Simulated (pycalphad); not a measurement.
**Effect of B content in Ti-Hf-B**

Computed with pycalphad from the COST 507 light-alloy database (1999), at 1 atm. The database dates from 1999; later assessments differ in places, in temperatures and in the compounds included. Phase fractions are per mole of atoms.

```tsv
alloy	liquidus (K)	first solid	solidus (K)	phases at 1250 K
Ti-12.14Hf-0.18B (at.%)	1923	BCC_A2	1845	BCC_A2 1.00, BM under 0.01
Ti-12.14Hf-0.26B (at.%)	1921	BCC_A2	1818	BCC_A2 1.00, BM under 0.01
Ti-12.14Hf-0.35B (at.%)	1919	BCC_A2	1818	BCC_A2 1.00, BM under 0.01
Ti-12.14Hf-1.05B (at.%)	1906	BCC_A2	1818	BCC_A2 0.98, BM 0.02
```

Database names, with the compositions (at.%) that they take in these runs: BM: Ti 48-50 B 50 Hf 0-2. BCC_A2 is bcc.
